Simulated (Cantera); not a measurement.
A Cantera script and what it prints.

```python
import numpy as np
import cantera as ct

gas_names = """
    F F2 FS2F,fluorodisu S SF SF2 SF3 SF4 SF5 SF6 S2 S2F2,thiothiony S8 Si SiF SiF2 SiF3 SiF4 SiS Si2
    Si3
""".split()
cond_names = """
    S(cr1) S(cr2) S(L) Si(cr) Si(L)
""".split()


# ... load() reads the species with a 1 bar reference pressure and builds the phases ...
atoms = {
    'Si': {'Si': 1},
    'SF6': {'S': 1, 'F': 6},
}
top_T = {}  # K; cautious upper limits of use, not melting points


# ... equilibrate(T, P, feed) seeds the gas with the atoms and calls Mixture.equilibrate('TP', solver="vcs", rtol=1e-11, max_steps=5000) ...
results = []
feed = {'Si': 1, 'SF6': 3}  # mol
P = 11000  # Pa
for T in [1023, 1073, 1123, 1173, 1223, 1273, 1323, 1373, 1423, 1473, 1523]:
    mix = equilibrate(T, P, feed)
    results.append((T, P, feed, dict(zip(mix.species_names, mix.species_moles))))
    x = sorted(zip(gas.X, gas.species_names), reverse=True)
    print(f"T = {T:g} K  P = {P:g} Pa  gas = {mix.phase_moles(0):.4g} mol")
    print("   x: " + "  ".join(f"{s} {v:.3e}" for v, s in x if v > 1e-05))
    print("   condensed (mol): " + ("  ".join(f"{mix.phase(i).name} {mix.phase_moles(i):.4g}"
          for i in range(1, mix.n_phases) if mix.phase_moles(i) > 1e-12) or "none"))
```

It prints:

```
T = 1023 K  P = 11000 Pa  gas = 4 mol
   x: SF4 4.964e-01  SF6 2.513e-01  SiF4 2.500e-01  SF3 1.755e-03  SF2 4.797e-04  SF5 6.720e-05
   condensed (mol): none
T = 1073 K  P = 11000 Pa  gas = 4 mol
   x: SF4 4.959e-01  SF6 2.515e-01  SiF4 2.500e-01  SF3 2.066e-03  SF2 4.920e-04  SF5 1.068e-04
   condensed (mol): none
T = 1123 K  P = 11000 Pa  gas = 4 mol
   x: SF4 4.953e-01  SF6 2.516e-01  SiF4 2.500e-01  SF3 2.396e-03  SF2 5.030e-04  SF5 1.628e-04  F 1.465e-05
   condensed (mol): none
T = 1173 K  P = 11000 Pa  gas = 4 mol
   x: SF4 4.947e-01  SF6 2.517e-01  SiF4 2.500e-01  SF3 2.743e-03  SF2 5.129e-04  SF5 2.395e-04  F 6.035e-05
   condensed (mol): none
T = 1223 K  P = 11000 Pa  gas = 4.001 mol
   x: SF4 4.941e-01  SF6 2.517e-01  SiF4 2.499e-01  SF3 3.106e-03  SF2 5.220e-04  SF5 3.414e-04  F 2.213e-04
   condensed (mol): none
T = 1273 K  P = 11000 Pa  gas = 4.003 mol
   x: SF4 4.935e-01  SF6 2.515e-01  SiF4 2.498e-01  SF3 3.482e-03  F 7.318e-04  SF2 5.308e-04  SF5 4.729e-04
   condensed (mol): none
T = 1323 K  P = 11000 Pa  gas = 4.009 mol
   x: SF4 4.928e-01  SF6 2.505e-01  SiF4 2.494e-01  SF3 3.876e-03  F 2.207e-03  SF5 6.383e-04  SF2 5.403e-04
   condensed (mol): none
T = 1373 K  P = 11000 Pa  gas = 4.025 mol
   x: SF4 4.920e-01  SiF4 2.485e-01  SF6 2.477e-01  F 6.118e-03  SF3 4.294e-03  SF5 8.396e-04  SF2 5.531e-04
   condensed (mol): none
T = 1423 K  P = 11000 Pa  gas = 4.064 mol
   x: SF4 4.912e-01  SiF4 2.461e-01  SF6 2.407e-01  F 1.564e-02  SF3 4.765e-03  SF5 1.073e-03  SF2 5.751e-04
   condensed (mol): none
T = 1473 K  P = 11000 Pa  gas = 4.153 mol
   x: SF4 4.901e-01  SiF4 2.408e-01  SF6 2.250e-01  F 3.675e-02  SF3 5.352e-03  SF5 1.322e-03  SF2 6.203e-04  F2 2.555e-05
   condensed (mol): none
T = 1523 K  P = 11000 Pa  gas = 4.34 mol
   x: SF4 4.885e-01  SiF4 2.304e-01  SF6 1.942e-01  F 7.829e-02  SF3 6.211e-03  SF5 1.540e-03  SF2 7.225e-04  F2 7.410e-05
   condensed (mol): none
```

These are equilibrium values from Cantera (NASA tables, ideal gas, pure condensed phases), not measurements of a reactor. The tables' values for SF3, SF5 are old estimates; treat these amounts as uncertain.
